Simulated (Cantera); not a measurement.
A perfectly stirred reactor is fed with 26.6 % CO, 2.28 % H2, 0.873 % CH4, 12.4 % O2, 46.5 % N2, 11.4 % CO2, equivalence ratio 1.3, at 3750 Torr; it is adiabatic with a 700 K inlet, and is followed from long to short residence time, starting on the burning branch (τ in s: 0.09, 0.037, 0.015, 0.0062, 0.0025, 0.001, 0.00042, 0.00017, 7e-05, 2.9e-05, 1.2e-05, 4.8e-06).

Cantera simulation using GRI-Mech 3.0 (53 species, 325 reactions); the numbers are that mechanism's predictions, not measurements.

x: mole fraction; the columns are a selection and need not sum to one.

```
τ (s)    T (K)    x CO     x H2    x CH4    x HCN    x N2O    x C2H4     x C2H
-------  -----  ------  -------  -------  -------  -------  --------  --------
0.090     2379  0.0878  0.00184  1.77e-7  2.42e-8  1.35e-7    <1e-12    <1e-12
0.037     2372  0.0886  0.00186  3.73e-7  3.97e-8  1.57e-7  3.54e-12    <1e-12
0.015     2359  0.0904  0.00191      ___  5.19e-8      ___  1.14e-11    <1e-12
0.0062    2334  0.0936  0.00199  1.34e-6  5.32e-8  2.65e-7  2.82e-11  1.03e-12
0.0025    2292  0.0990      ___      ___      ___      ___  6.03e-11  1.66e-12
0.0010    2228   0.107  0.00239  4.46e-6  3.52e-8  4.47e-7  1.19e-10  2.35e-12
0.00042   2148   0.117  0.00271  8.19e-6  2.87e-8  5.14e-7  2.25e-10  2.99e-12
0.00017   2043   0.129  0.00312  1.64e-5  2.58e-8  5.50e-7  4.74e-10  3.67e-12
7.0e-5    1918   0.142  0.00356  3.57e-5  2.51e-8  5.54e-7   1.17e-9  4.49e-12
2.9e-5    1758   0.161  0.00400  9.61e-5  2.48e-8  5.38e-7   4.15e-9  5.40e-12
1.2e-5     700   0.266   0.0228  0.00873   <1e-12   <1e-12    <1e-12    <1e-12
4.8e-6     700   0.266   0.0228  0.00873   <1e-12   <1e-12    <1e-12    <1e-12
```

Question: Complete the blanks.

Answer: 
- 0.015, x CH4: 7.36e-7
- 0.015, x N2O: 1.99e-7
- 0.0025, x H2: 0.00215
- 0.0025, x CH4: 2.43e-6
- 0.0025, x HCN: 4.51e-8
- 0.0025, x N2O: 3.53e-7
